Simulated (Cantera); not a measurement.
A closed system holds: 1 mol NaI, 0.43 mol H₂, 0.32 mol N₂, at 950 °C and 760 Pa.

Equilibrium computed with Cantera from the NASA thermochemical tables; the gas is ideal and each condensed phase is pure. Candidate condensed phases: I₂, Na, NaI; 16 gas species. Gases not in the tables: NaBr and NaI dimers. Equilibrium is a limit: real reactors are often held back by kinetics, nucleation or transport.

Base state: NaI 0.570, H₂ 0.245, N₂ 0.183, Na 0.000756, I 0.000454, HI 0.000302 (mole fractions); condensed: gas only.

Q: What changes in the equilibrium state with this change: temperature from 950 °C to 1550 °C?

A: 
```
species    before    after
-------  --------  -------
NaI         0.570    0.451
H₂          0.245    0.224
N₂          0.183    0.169
Na       0.000756   0.0770
I        0.000454   0.0740
H         1.71e-6  0.00236
NaH       1.28e-7  2.12e-5
HI       0.000302  0.00302
```
